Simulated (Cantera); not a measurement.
Feed: 1 mol HMDSO, 8.4 mol O2, 28 mol H2, at 1.60 mbar.

These are equilibrium values from Cantera (NASA tables, ideal gas, pure condensed phases), not measurements of a reactor. Candidate condensed phases: C, C6H6, C7H8, C8H18, H2O, Si, SiC, SiO2; 123 gas species. The feed counts by its element totals alone. The tables hold silica as quartz up to 1696 K and as liquid above; real silica turns to tridymite and cristobalite and melts near 1996 K. Rates play no part. All values below are at 1698 K.

Base state: H2 0.685, H2O 0.172, CO 0.130, CO2 0.00955, H 0.00299, SiO 0.000658, OH 3.86e-5 (mole fractions); condensed: SiO2(condensed).

What changes in the equilibrium state with this change: H2 from 28 to 0.13 mol?


```csv
species,before,after
H2O,0.172,0.382
CO,0.130,0.263
H2,0.685,0.220
CO2,0.00955,0.133
SiO,0.000658,9.54e-5
OH,3.86e-5,0.000151
H,0.00299,0.00170
"SiO2(condensed), mol",1.97,2.00
```

What changes in the equilibrium state with this change: H2 from 28 to 0.66 mol?


| species | before | after |
|---|---|---|
| H2O | 0.172 | 0.376 |
| CO | 0.130 | 0.262 |
| H2 | 0.685 | 0.239 |
| CO2 | 0.00955 | 0.121 |
| SiO | 0.000658 | 0.000105 |
| OH | 3.86e-5 | 0.000143 |
| H | 0.00299 | 0.00177 |
| SiO2(condensed), mol | 1.97 | 2.00 |

What changes in the equilibrium state with this change: H2 from 28 to 1.8 mol?


| species | before | after |
|---|---|---|
| H2O | 0.172 | 0.364 |
| H2 | 0.685 | 0.277 |
| CO | 0.130 | 0.257 |
| CO2 | 0.00955 | 0.0994 |
| SiO | 0.000658 | 0.000125 |
| OH | 3.86e-5 | 0.000129 |
| H | 0.00299 | 0.00190 |
| SiO2(condensed), mol | 1.97 | 2.00 |
